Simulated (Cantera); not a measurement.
## Transport properties of process gases

Gas mixture: N2 : O2 : H2O = 0.15 : 0.19 : 0.43 (molar parts), at 4400 Pa, frozen composition.

Cantera's kinetic-theory transport with the Lennard-Jones parameters of GRI-Mech 3.0, ideal gas; thermal conductivity in the mixture-averaged form. Polar gases are described roughly by these parameters.

```csv
T (K),ρ (kg/m³),cp (J/kg/K),μ (µPa s),λ (mW/m/K),Pr,D (cm²/s) NO,D (cm²/s) CH4,D (cm²/s) H
400,0.0310,1379,18.5,35.3,0.723,8.43,8.93,50.3
500,0.0248,1414,22.6,44.5,0.719,12.6,13.5,75.6
600,0.0207,1455,26.5,54.0,0.715,17.4,18.7,105
700,0.0177,1498,30.3,63.7,0.712,22.8,24.6,137
800,0.0155,1541,33.9,73.7,0.709,28.7,31.1,173
900,0.0138,1583,37.4,83.8,0.707,35.1,38.1,213
1000,0.0124,1625,40.8,93.9,0.706,42.0,45.7,255
1100,0.0113,1665,44.1,104,0.706,49.4,53.8,300
1200,0.0103,1703,47.3,114,0.705,57.2,62.5,348
```
D: mixture-averaged diffusion coefficient of that species in the mixture.
